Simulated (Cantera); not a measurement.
Feed: 1 mol CH₄, 1.2 mol O₂, 6.6 mol H₂, at 0.100 bar.

Equilibrium computed with Cantera from the NASA thermochemical tables; the gas is ideal and each condensed phase is pure. Candidate condensed phases: C, C₆H₆, C₇H₈, C₈H₁₈, H₂O; 110 gas species. Rates play no part.

Q: At 923 K, list the 5 most abundant gas species with their mole fractions, and the condensed phases.

A: H₂ 0.774, H₂O 0.122, CO 0.0781, CO₂ 0.0252, CH₄ 0.00107. Condensed: gas only.
